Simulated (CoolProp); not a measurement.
Vapour-liquid equilibrium of acetone (1) + n-hexane (2) at 1.95 bar; x and y are mole fractions of (1).

Values from CoolProp's multi-fluid Helmholtz-energy mixture model, Lemmon 2006 and Thol 2019; pair parameters Bell 2016.

```csv
x,bubble temperature (K),y at the bubble point,dew temperature at overall composition x (K),liquid density (mol/L)
0.05,357.8,0.191,362.7,(withheld)
0.2,348.4,(withheld),(withheld),7.652
0.35,345.2,0.541,(withheld),8.264
0.5,344.0,0.595,346.5,8.972
0.65,343.7,0.647,343.7,9.819
0.8,344.3,0.725,345.5,10.84
0.95,347.4,0.894,348.7,12.03
```

### Question
Complete the blanks.

### Answer

- 0.05, liquid density (mol/L): 7.065
- 0.2, y at the bubble point: 0.445
- 0.2, dew temperature at overall composition x (K): 357.5
- 0.35, dew temperature at overall composition x (K): 352.0

y crosses x between x = 0.5 and 0.65: the model has an azeotrope there.

Pair parameters are fitted to limited data, so mixtures are less certain than the pure fluids.
